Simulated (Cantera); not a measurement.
# Thermodynamics of abatement and gas-phase synthesis, feed N₂O + H₂O + O₂ + H₂

A closed system holds: 1 mol N₂O, 0.6 mol H₂O, 1 mol O₂, 0.003 mol H₂, held at 1.50 bar.

Equilibrium computed with Cantera from the NASA thermochemical tables; the gas is ideal and each condensed phase is pure. Candidate condensed phases: H₂O; 24 gas species. Kinetics and transport are ignored.

From 1725 °C to 2700 °C nothing is condensed.

| T (°C) | log p O₂ | log p N₂ | log p H₂O | log p OH | log p O | log p NO | log p H | log p H₂ |
|---|---|---|---|---|---|---|---|---|
| 1725 | -0.14 | -0.32 | -0.54 | -2.33 | -3.25 | -1.96 | -4.80 | -4.01 |
| 1800 | -0.15 | -0.32 | -0.54 | -2.18 | -3.01 | -1.88 | -4.47 | -3.78 |
| 1875 | -0.15 | -0.32 | -0.54 | -2.04 | -2.79 | -1.80 | -4.16 | -3.56 |
| 1950 | -0.15 | -0.33 | -0.55 | -1.90 | -2.58 | -1.72 | -3.87 | -3.35 |
| 2025 | -0.15 | -0.33 | -0.55 | -1.78 | -2.39 | -1.66 | -3.60 | -3.16 |
| 2100 | -0.16 | -0.33 | -0.56 | -1.67 | -2.20 | -1.59 | -3.35 | -2.99 |
| 2175 | -0.16 | -0.33 | -0.56 | -1.56 | -2.03 | -1.53 | -3.11 | -2.82 |
| 2250 | -0.16 | -0.34 | -0.57 | -1.47 | -1.87 | -1.48 | -2.89 | -2.67 |
| 2325 | -0.17 | -0.34 | -0.58 | -1.38 | -1.72 | -1.43 | -2.68 | -2.52 |
| 2400 | -0.18 | -0.34 | -0.59 | -1.29 | -1.58 | -1.38 | -2.49 | -2.39 |
| 2475 | -0.18 | -0.35 | -0.61 | -1.22 | -1.45 | -1.34 | -2.30 | -2.27 |
| 2550 | -0.19 | -0.35 | -0.63 | -1.15 | -1.32 | -1.30 | -2.13 | -2.15 |
| 2625 | -0.21 | -0.36 | -0.65 | -1.08 | -1.21 | -1.27 | -1.97 | -2.05 |
| 2700 | -0.22 | -0.37 | -0.68 | -1.03 | -1.10 | -1.24 | -1.82 | -1.96 |
log p: log10 of the partial pressure in bar; nothing condenses.
